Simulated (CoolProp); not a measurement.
Vapour-liquid equilibrium of ethane (1) + hydrogen sulfide (2) at 277.9 K; x and y are mole fractions of (1).

Model: multi-fluid Helmholtz-energy mixture model, Bücker 2006 and Lemmon 2006; pair parameters Kunz 2012, in CoolProp.

```tsv
x	bubble pressure, mixture model (MPa)	bubble pressure, Raoult's law (MPa)	y, mixture model	y, Raoult's law
0.05	___	1.258	0.208	0.106
0.15	___	1.407	0.401	0.285
0.25	___	1.556	0.496	0.429
0.35	2.313	1.705	0.558	0.549
0.45	2.442	1.854	___	0.649
0.55	___	2.003	___	0.734
0.65	___	2.152	0.713	0.807
0.75	2.689	2.300	0.776	0.871
0.85	2.717	2.449	0.853	0.927
0.95	___	2.598	0.946	0.977
```

Problem. Some entries are withheld; supply them.

Solution. 
- 0.05, bubble pressure, mixture model (MPa): 1.477
- 0.15, bubble pressure, mixture model (MPa): 1.884
- 0.25, bubble pressure, mixture model (MPa): 2.140
- 0.45, y, mixture model: 0.609
- 0.55, bubble pressure, mixture model (MPa): 2.546
- 0.55, y, mixture model: 0.658
- 0.65, bubble pressure, mixture model (MPa): 2.630
- 0.95, bubble pressure, mixture model (MPa): 2.701

The largest gap from Raoult's law is +37.5 % in bubble pressure, at x = 0.25. y crosses x between x = 0.85 and 0.95: the model has an azeotrope there.

The pair parameters rest on a limited set of measurements; away from them the model extrapolates.
